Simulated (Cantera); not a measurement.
What does this Cantera script print?

```python
import numpy as np
import cantera as ct

gas = ct.Solution("gri30.yaml")
gas.TPX = 1950, 1300, {'NO': 1, 'N2': 0.86}
reactor = ct.IdealGasConstPressureReactor(gas, energy="off", clone=False)
net = ct.ReactorNet([reactor])
net.rtol, net.atol = 1e-08, 1e-18
show = ['NO', 'O2', 'N2', 'O', 'NO2', 'N2O']
times = np.geomspace(2e-06, 50, 15)

steps = ct.SolutionArray(gas, extra=["t"])
rows = []
print(f"{'t/s':>10s}{'T/K':>9s}{'P/Pa':>11s}" + "".join(f"{s:>11s}" for s in show))
for t in times:
    while net.time < t:
        t_next = net.step()
        steps.append(gas.state, t=t_next)
    rows.append([np.interp(t, steps.t, y) for y in (steps.T, steps.P, *steps(*show).X.T)])
    print(f"{t:10.3e}{rows[-1][0]:9.1f}{rows[-1][1]:11.4g}" + "".join(f"{x:11.3e}" for x in rows[-1][2:]))
rate = np.gradient(steps.T, steps.t)
print("integrator steps:", len(steps.t))
if steps.T.max() > steps.T[0] + 200:
    print(f"time of steepest temperature rise: {steps.t[rate.argmax()]:.4e} s")
gas.TPX = 1950, 1300, {'NO': 1, 'N2': 0.86}
gas.equilibrate("TP")
print(f"equilibrium (TP): T = {gas.T:.1f} K  " + "  ".join(f"{s} {gas[s].X[0]:.3e}" for s in show))
```

It prints:

```
       t/s      T/K       P/Pa         NO         O2         N2          O        NO2        N2O
 2.000e-06   1950.0       1300  5.376e-01  4.992e-14  4.624e-01  6.016e-09  5.087e-14  6.016e-09
 6.752e-06   1950.0       1300  5.376e-01  5.666e-13  4.624e-01  2.031e-08  5.772e-13  2.031e-08
 2.280e-05   1950.0       1300  5.376e-01  6.512e-12  4.624e-01  6.858e-08  6.629e-12  6.856e-08
 7.697e-05   1950.0       1300  5.376e-01  7.406e-11  4.624e-01  2.316e-07  7.521e-11  2.313e-07
 2.599e-04   1950.0       1300  5.376e-01  8.422e-10  4.624e-01  7.831e-07  8.481e-10  7.793e-07
 8.773e-04   1950.0       1300  5.376e-01  9.624e-09  4.624e-01  2.656e-06  9.420e-09  2.613e-06
 2.962e-03   1950.0       1300  5.376e-01  1.115e-07  4.624e-01  9.105e-06  9.917e-08  8.612e-06
 1.000e-02   1950.0       1300  5.376e-01  1.348e-06  4.624e-01  3.231e-05  8.777e-07  2.684e-05
 3.376e-02   1950.0       1300  5.374e-01  1.890e-05  4.624e-01  1.219e-04  4.973e-06  6.959e-05
 1.140e-01   1950.0       1300  5.365e-01  2.726e-04  4.627e-01  3.718e-04  1.233e-05  1.068e-04
 3.848e-01   1950.0       1300  5.329e-01  2.000e-03  4.645e-01  5.278e-04  1.635e-05  1.000e-04
 1.299e+00   1950.0       1300  5.196e-01  8.561e-03  4.711e-01  6.268e-04  2.293e-05  9.110e-05
 4.387e+00   1950.0       1300  4.704e-01  3.302e-02  4.956e-01  8.871e-04  3.764e-05  6.737e-05
 1.481e+01   1950.0       1300  3.035e-01  1.161e-01  5.789e-01  1.428e-03  4.697e-05  2.334e-05
 5.000e+01   1950.0       1300  5.914e-02  2.380e-01  7.009e-01  1.953e-03  1.343e-05  7.917e-07
integrator steps: 777
equilibrium (TP): T = 1950.0 K  NO 7.190e-03  O2 2.639e-01  N2 7.268e-01  O 2.046e-03  NO2 1.725e-06  N2O 4.446e-08
```

Computed with Cantera and GRI-Mech 3.0 (53 species, 325 reactions). Radical loss at walls, strong at low pressure, is not modelled.
